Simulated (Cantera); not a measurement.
Charge: 1 mol Al, 6 mol HBr, equilibrated at 1298 K and 13300 Pa.

Equilibrium computed with Cantera from the NASA thermochemical tables; the gas is ideal and each condensed phase is pure. Candidate condensed phases: Al, AlBr₃, Br₂; 11 gas species. Equilibrium is a limit: real reactors are often held back by kinetics, nucleation or transport.

Base state: HBr 0.544, H₂ 0.273, AlBr₃ 0.182, Br 0.000743, Al₂Br₆ 1.05e-5 (mole fractions); condensed: gas only.

### Question
What changes in the equilibrium state with this change: HBr from 6 to 2 mol?

### Answer
```
species       before    after
----------  --------  -------
H₂             0.273    0.520
AlBr₃          0.182    0.281
AlBr         4.17e-7    0.197
HBr            0.544  0.00136
Br          0.000743  1.34e-6
Al₂Br₆       1.05e-5  2.50e-5
Al(l), mol         0   0.0819
```

### Question
What changes in the equilibrium state with this change: temperature from 1298 K to 1475 K?

### Answer
| species | before | after |
|---|---|---|
| HBr | 0.544 | 0.540 |
| H₂ | 0.273 | 0.274 |
| AlBr₃ | 0.182 | 0.181 |
| Br | 0.000743 | 0.00405 |
| AlBr | 4.17e-7 | 1.89e-5 |
| H | 1.53e-6 | 1.86e-5 |
| Br₂ | 9.77e-6 | 3.21e-5 |

### Question
What changes in the equilibrium state with this change: pressure from 13300 Pa to 133 Pa?

### Answer
| species | before | after |
|---|---|---|
| HBr | 0.544 | 0.536 |
| H₂ | 0.273 | 0.275 |
| AlBr₃ | 0.182 | 0.181 |
| Br | 0.000743 | 0.00728 |
| AlBr | 4.17e-7 | 4.32e-5 |
| Al₂Br₆ | 1.05e-5 | 1.04e-7 |
| H | 1.53e-6 | 1.54e-5 |
